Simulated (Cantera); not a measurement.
Input (Python, Cantera) and output of one run.

```python
import numpy as np
import cantera as ct

gas_names = [...]  # 110 gases of nasa_gas.yaml made of C, H, O
cond_names = """
    C(gr) C6H6(L) C7H8(L) C8H18(L),n-octa H2O(s) H2O(L)
""".split()


# ... load() reads the species with a 1 bar reference pressure and builds the phases ...
atoms = {
    'C2H6': {'C': 2, 'H': 6},
    'O2': {'O': 2},
}
top_T = {'C(gr)': 4500}  # K; cautious upper limits of use, not melting points


# ... equilibrate(T, P, feed) seeds the gas with the atoms and calls Mixture.equilibrate('TP', solver="vcs", rtol=1e-11, max_steps=5000) ...
results = []
feed = {'C2H6': 1, 'O2': 0.018}  # mol
T = 2450  # K
for P in [10, 72, 520, 3700, 27000, 190000, 1400000, 10000000]:
    mix = equilibrate(T, P, feed)
    results.append((T, P, feed, dict(zip(mix.species_names, mix.species_moles))))
    x = sorted(zip(gas.X, gas.species_names), reverse=True)
    print(f"T = {T:g} K  P = {P:g} Pa  gas = {mix.phase_moles(0):.4g} mol")
    print("   x: " + "  ".join(f"{s} {v:.3e}" for v, s in x if v > 0.0001))
    print("   condensed (mol): " + ("  ".join(f"{mix.phase(i).name} {mix.phase_moles(i):.4g}"
          for i in range(1, mix.n_phases) if mix.phase_moles(i) > 1e-12) or "none"))
```

Result:

```
T = 2450 K  P = 10 Pa  gas = 5.181 mol
   x: H 8.209e-01  H2 1.670e-01  CO 6.949e-03  C3 2.246e-03  C2H2,acetylene 1.457e-03  C 8.252e-04  C2H 4.614e-04  C2 2.050e-04
   condensed (mol): C(gr) 1.903
T = 2450 K  P = 72 Pa  gas = 4.09 mol
   x: H 5.144e-01  H2 4.720e-01  CO 8.801e-03  C2H2,acetylene 4.117e-03  C3 3.119e-04  C2H 2.891e-04  C 1.146e-04
   condensed (mol): C(gr) 1.923
T = 2450 K  P = 520 Pa  gas = 3.451 mol
   x: H2 7.427e-01  H 2.401e-01  CO 1.043e-02  C2H2,acetylene 6.480e-03  C2H 1.350e-04
   condensed (mol): C(gr) 1.917
T = 2450 K  P = 3700 Pa  gas = 3.193 mol
   x: H2 8.828e-01  H 9.813e-02  CO 1.128e-02  C2H2,acetylene 7.701e-03
   condensed (mol): C(gr) 1.914
T = 2450 K  P = 27000 Pa  gas = 3.094 mol
   x: H2 9.425e-01  H 3.754e-02  CO 1.164e-02  C2H2,acetylene 8.222e-03
   condensed (mol): C(gr) 1.912
T = 2450 K  P = 190000 Pa  gas = 3.057 mol
   x: H2 9.651e-01  H 1.432e-02  CO 1.178e-02  C2H2,acetylene 8.419e-03  CH4 2.884e-04
   condensed (mol): C(gr) 1.911
T = 2450 K  P = 1.4e+06 Pa  gas = 3.037 mol
   x: H2 9.718e-01  CO 1.185e-02  C2H2,acetylene 8.478e-03  H 5.293e-03  CH4 2.155e-03  CH3 2.135e-04  C2H4 1.005e-04
   condensed (mol): C(gr) 1.904
T = 2450 K  P = 1e+07 Pa  gas = 2.991 mol
   x: H2 9.612e-01  CH4 1.505e-02  CO 1.200e-02  C2H2,acetylene 8.385e-03  H 1.970e-03  C2H4 7.018e-04  CH3 5.612e-04
   condensed (mol): C(gr) 1.862
```

Method: chemical equilibrium by Gibbs-energy minimisation in Cantera with the NASA 1993 tables (ideal gas, pure condensed phases). The ideal-gas law is rough above about 30 bar.
